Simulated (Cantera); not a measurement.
Input: 1 mol Si(CH3)4, 5.2 mol H2, 0.8 mol C2H2, equilibrated at 4200 Pa.

These are equilibrium values from Cantera (NASA tables, ideal gas, pure condensed phases), not measurements of a reactor. Candidate condensed phases: C, C6H6, C7H8, C8H18, Si, SiC; 87 gas species. Gases not in the tables: Si2H6 and higher silanes. Kinetics and transport are ignored.

**Question.** Which condensed phases are stable at each of these points (T (K)): 1298, 1448, 1598, 1748, 1898, 2048, 2198, 2348, 2498, 2648?

**Answer.** 
```csv
T (K),condensed phases,Si condensed (%)
1298,C(graphite) + SiC(s),100.0
1448,C(graphite) + SiC(s),100.0
1598,C(graphite) + SiC(s),100.0
1748,C(graphite) + SiC(s),100.0
1898,C(graphite) + SiC(s),100.0
2048,C(graphite) + SiC(s),99.8
2198,C(graphite) + SiC(s),98.5
2348,C(graphite) + SiC(s),90.1
2498,C(graphite) + SiC(s),43.3
2648,C(graphite),0.0
```

From 1298 K to 2498 K the condensed part is C(graphite) + SiC(s). At 2648 K the condensed part is C(graphite).
